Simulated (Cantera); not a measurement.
A perfectly stirred reactor is fed with 16.5 % CO, 4.30 % H2, 16.6 % O2, 62.6 % N2, at 1000000 Pa; it is adiabatic with a 525 K inlet, and is followed from long to short residence time, starting on the burning branch (τ in s: 0.3, 0.11, 0.038, 0.013, 0.0048, 0.0017, 0.0006, 0.00021, 7.6e-05, 2.7e-05, 9.6e-06, 3.4e-06).

Model: GRI-Mech 3.0 (53 species, 325 reactions), integrated in Cantera. The hydrogen kinetics of GRI-Mech 3.0 are dated; newer H2 mechanisms differ, most at raised pressure.

One state of this run: T (K) = 2161; x CO = 0.00181; x H2 = 7.99e-5; x O2 = 0.0694; x N2O = 1.34e-6; x O = 0.000251. x: mole fraction; the columns are a selection and need not sum to one.

**Question.** Which value of τ (s) does it belong to?
A. 0.11
B. 0.30
C. 3.4e-6
D. 0.013

**Answer.** D, 0.013
